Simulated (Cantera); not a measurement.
A Cantera script and what it prints.

```python
import numpy as np
import cantera as ct

gas_names = """
    C CH CH2 CH3 CH2OH CH3O CH4 CH3OH CO CO2 COOH C2 C2H CHCO,ketyl C2H2,acetylene C2H2,vinylidene
    CH2CO,ketene C2H3,vinyl CH3CO,acetyl C2H4 C2H4O,ethylen CH3CHO,ethanal CH3COOH (HCOOH)2 C2H5 C2H6
    CH3OCH3 C2H5OH C2O C3 C3H3,propargyl C3H4,allene C3H4,propyne C3H4,cyclo- C3H5,allyl C3H6,propylene
    C3H6,cyclo- C3H6O C3H7,n-propyl C3H7,i-propyl C3H8 C3H8O,1propanol C3H8O,2propanol C3O2 C4 C4H2
    C4H4,1,3-cyclo- C4H6,butadiene C4H6,2-butyne C4H6,cyclo- C4H8,1-butene C4H8,cis2-buten
    C4H8,tr2-butene C4H8,isobutene C4H8,cyclo- (CH3COOH)2 C4H9,n-butyl C4H9,i-butyl C4H9,s-butyl
    C4H9,t-butyl C4H10,isobutane C4H10,n-butane C5 C5H6,1,3cyclo- C5H8,cyclo- C5H10,1-pentene
    C5H10,cyclo- C5H11,pentyl C5H11,t-pentyl C5H12,n-pentane C5H12,i-pentane CH3C(CH3)2CH3 C6H2
    C6H5,phenyl C6H5O,phenoxy C6H6 C6H5OH,phenol C6H10,cyclo- C6H12,1-hexene C6H12,cyclo- C6H13,n-hexyl
    C7H7,benzyl C7H8 C7H8O,cresol C7H14,1-heptene C7H15,n-heptyl C7H16,n-heptane C8H8,styrene
    C8H10,ethylbenz C8H16,1-octene C8H17,n-octyl C8H18,isooctane C8H18,n-octane C9H19,n-nonyl
    C10H8,naphthale C10H21,n-decyl C12H9,o-bipheny C12H10,bipheny H HCO HO2 H2 HCHO,formaldehy HCOOH H2O
    H2O2 O OH O2 O3 Si SiC SiC2 SiC4H12 SiH SiH2 SiH3 SiH4 SiO SiO2 Si2 Si2C Si3
""".split()
cond_names = """
    C(gr) C6H6(L) C7H8(L) C8H18(L),n-octa H2O(s) H2O(L) Si(cr) Si(L) SiC(b) SiO2(Lqz) SiO2(hqz) SiO2(L)
""".split()


def load(file, names, dense=False):
    # The tables refer to 1 bar. Condensed volumes are neglected.
    table = {s.name: s for s in ct.Species.list_from_file(file)}
    out = []
    for n in names:
        d = dict(table[n].input_data)
        d["thermo"] = dict(d["thermo"], **{"reference-pressure": 1e5})
        if dense:
            d["equation-of-state"] = {"model": "constant-volume", "density": "1e6 g/cm^3"}
        out.append(ct.Species.from_dict(d))
    return out


gas = ct.Solution(thermo="ideal-gas", species=load("nasa_gas.yaml", gas_names))
cond = {s.name: ct.Solution(thermo="fixed-stoichiometry", species=[s], name=s.name)
        for s in load("nasa_condensed.yaml", cond_names, dense=True)}
atoms = {
    'SiC': {'Si': 1, 'C': 1},
    'O2': {'O': 2},
    'H2': {'H': 2},
}
top_T = {'C(gr)': 4500, 'SiC(b)': 3050}  # K; cautious upper limits of use, not melting points


def equilibrate(T, P, feed):
    n = {}
    for name, mol in feed.items():
        for a, k in atoms[name].items():
            n[a] = n.get(a, 0.0) + k * mol
    gas.TPX = T, P, n
    mass = sum(n.values()) * gas.mean_molecular_weight
    gas.equilibrate("TP")
    valid = [c for c in cond.values() if c.min_temp <= T <= top_T.get(c.name, c.max_temp)]
    mix = ct.Mixture([(gas, mass / gas.mean_molecular_weight)] + [(c, 0.0) for c in valid])
    mix.T, mix.P = T, P
    mix.equilibrate("TP", solver="vcs", rtol=1e-11, max_steps=5000)
    return mix


results = []
feed = {'SiC': 1, 'O2': 0.019, 'H2': 47}  # mol
T = 1948.15  # K
P = 101325  # Pa
mix = equilibrate(T, P, feed)
results.append((T, P, feed, dict(zip(mix.species_names, mix.species_moles))))
print(gas.report(threshold=1e-05))
for i in range(1, mix.n_phases):
    print(f"{mix.phase(i).name:16s} {mix.phase_moles(i):12.5e} mol")
```

Output:

```
       temperature   1948.2 K
          pressure   1.0132e+05 Pa
           density   0.012791 kg/m^3
  mean mol. weight   2.0447 kg/kmol
   phase of matter   gas

                          1 kg             1 kmol
                     ---------------   ---------------
          enthalpy         2.513e+07        5.1383e+07  J
   internal energy        1.7208e+07        3.5185e+07  J
           entropy             91767        1.8764e+05  J/K
    Gibbs function       -1.5365e+08       -3.1416e+08  J
 heat capacity c_p             16634             34011  J/K
 heat capacity c_v             12567             25696  J/K

                      mass frac. Y      mole frac. X     chem. pot. / RT
                     ---------------   ---------------   ---------------
               CH4        0.00035334        4.5034e-05           -43.876
                CO         0.0055577        0.00040571           -42.234
                 H        0.00055344         0.0011226            -9.693
                H2           0.98395           0.99796           -19.386
                Si        0.00015569        1.1335e-05           -6.4415
              SiH2        0.00056862        3.8625e-05           -25.827
               SiO          0.008647        0.00040107           -43.572
     [ +116 minor]        0.00021572        1.5914e-05

C(gr)             0.00000e+00 mol
Si(L)             0.00000e+00 mol
SiC(b)            9.78301e-01 mol
SiO2(L)           0.00000e+00 mol
```

Equilibrium computed with Cantera from the NASA thermochemical tables; the gas is ideal and each condensed phase is pure. Gases not in the tables: Si2H6 and higher silanes.
